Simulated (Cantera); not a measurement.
**Thermodynamics of aluminium and copper etching, feed Al + HCl**

Feed: 1 mol Al, a varied amount of HCl, at 275 °C and 17.0 Pa.

Equilibrium computed with Cantera from the NASA thermochemical tables; the gas is ideal and each condensed phase is pure. Candidate condensed phases: Al, AlCl3; 12 gas species. The numbers say what is thermodynamically allowed, not how fast it happens.

From 2.1 mol HCl to 2.5 mol HCl the condensed part is Al(s). From 3 mol HCl to 19 mol HCl nothing is condensed. The main Al-bearing gas is Al2Cl6 at 2.1 mol HCl and AlCl3 at 19 mol HCl.

| n(HCl) (mol) | x HCl | x H2 | x AlCl3 | x Al2Cl6 | n Al(s) |
|---|---|---|---|---|---|
| 2.1 | 7.88e-9 | 0.668 | 0.218 | 0.114 | 0.300 |
| 2.5 | 7.88e-9 | 0.668 | 0.218 | 0.114 | 0.167 |
| 3 | 9.81e-8 | 0.668 | 0.218 | 0.114 | 0 |
| 3.7 | 0.236 | 0.505 | 0.181 | 0.0782 | 0 |
| 4.4 | 0.380 | 0.407 | 0.155 | 0.0579 | 0 |
| 5.3 | 0.499 | 0.326 | 0.133 | 0.0422 | 0 |
| 6.3 | 0.587 | 0.267 | 0.115 | 0.0315 | 0 |
| 7.6 | 0.663 | 0.216 | 0.0980 | 0.0230 | 0 |
| 9.1 | 0.721 | 0.177 | 0.0842 | 0.0170 | 0 |
| 11 | 0.771 | 0.145 | 0.0717 | 0.0123 | 0 |
| 13 | 0.807 | 0.121 | 0.0622 | 0.00927 | 0 |
| 16 | 0.844 | 0.0974 | 0.0520 | 0.00647 | 0 |
| 19 | 0.869 | 0.0815 | 0.0447 | 0.00479 | 0 |
x: gas mole fraction; n: condensed amount in mol.
